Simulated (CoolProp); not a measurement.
Acetone along the isotherm 550 K: Z from the reference equation and from simpler models built on Tc = 508.1 K, pc = 46.92 bar, ω = 0.307; each cubic takes its own stable root.

Model: reference Helmholtz-energy equation of state, Lemmon 2006, in CoolProp. It is a short technical equation, of lower accuracy than the large ones.

```tsv
p (bar)	phase	reference	Redlich-Kwong	Soave-Redlich-Kwong	Peng-Robinson
9.02	gas	0.9414	0.9464	?	0.9426
18	gas	0.8805	0.8896	0.8958	0.8830
27.1	gas	0.8155	0.8274	0.8380	0.8194
36.1	gas	0.7471	0.7597	0.7763	0.7528
45.1	gas	0.6734	0.6837	0.7091	0.6814
54.1	supercritical	0.5925	0.5956	0.6352	0.6050
63.2	supercritical	0.5010	0.4948	0.5557	0.5252
72.2	supercritical	?	0.4227	0.4880	0.4585
81.2	supercritical	0.3391	0.4031	0.4533	0.4228
90.2	supercritical	0.3239	?	0.4453	0.4125
99.3	supercritical	0.3277	0.4180	0.4505	0.4152
108	supercritical	0.3379	0.4329	0.4616	0.4238
117	supercritical	0.3514	0.4504	0.4763	0.4361
```

Task: Complete the blanks.

Result: 
- 9.02, Soave-Redlich-Kwong: 0.9492
- 72.2, reference: 0.4034
- 90.2, Redlich-Kwong: 0.4062
